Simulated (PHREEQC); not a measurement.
1 kg of water holding 0.31 mol/kgw NaCl meets 20 L of dry gas (H2 1 by moles) at fixed total pressure, at 25 °C; fugacities by Peng-Robinson. The gases take part in no redox reaction, some water evaporates into the gas, and hydrates or a liquid gas phase aren't modelled. No solid was allowed to form.

Computed with PHREEQC (ion-association model, phreeqc.dat).

| P (atm) | dissolved H2 (mol/kgw) | φ of H2 |
|---|---|---|
| 2 | 0.00145 | 1.000 |
| 5 | 0.00365 | 1.001 |
| 10 | 0.00730 | 1.003 |
| 20 | 0.0145 | 1.005 |
| 30 | 0.0215 | 1.008 |
| 40 | 0.0285 | 1.011 |
| 75 | 0.0518 | 1.022 |
| 100 | 0.0677 | 1.031 |
| 150 | 0.0975 | 1.049 |
| 200 | 0.125 | 1.070 |
| 300 | 0.174 | 1.116 |
| 400 | 0.217 | 1.170 |

Complexes and solids missing from the database can't appear.
